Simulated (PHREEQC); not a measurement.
## Ultrapure water in contact with air or piping

A made-up water analysis in mmol/kgw, 90 °C, pH 6.92, pe 1.6:

| constituent | mmol/kgw |
|---|---|
| Na | 0.00991 |
| K | 0.000401 |
| Ca | 0.000997 |
| Mg | 0.000788 |
| Cl | 0.00233 |
| S(6) | 0.00215 |
| Alkalinity (meq/kgw) | 0.00749 |
| Sr | 6.24e-06 |

Cl is adjusted to close the charge balance.
Valence states are taken as typed.

All values are PHREEQC results (ion-association model, phreeqc.dat), not measurements.

This is a speciation only: nothing precipitates in the calculation.

**Question.** What ionic strength does the model give?

**Answer.** ionic strength 1.79e-5 mol/kgw.

**Question.** In which forms is C present?

**Answer.** HCO3- 78 %, CO2 22 % of the C.

Complexes and solids missing from the database can't appear. Constants without temperature data keep their 25 °C values here.
